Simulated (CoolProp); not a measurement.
The fluid at 387.74 K and 7.62 MPa (stagnation) flows isentropically through a choked orifice. The same conditions are run with several fluids, on thermodynamics alone (safety and materials aside).

Model: reference Helmholtz-energy equation of state of each fluid (C3F8 (R218): Lemmon 2006; CH2F2 (R32): Tillner-Roth 1997; R125: Lemmon 2005; R404A: Lemmon 2003; R407C: Lemmon 2003), in CoolProp. Blends and air are pseudo-pure fits.

```csv
fluid,throat to inlet pressure ratio,mass flux (kg/(m² s)),throat temperature (K)
C3F8 (R218),0.591,58800,374.1
CH2F2 (R32),0.578,26100,345.9
R125,0.637,40500,365.4
R404A,0.631,39700,364.6
R407C,0.625,40300,362.3
```
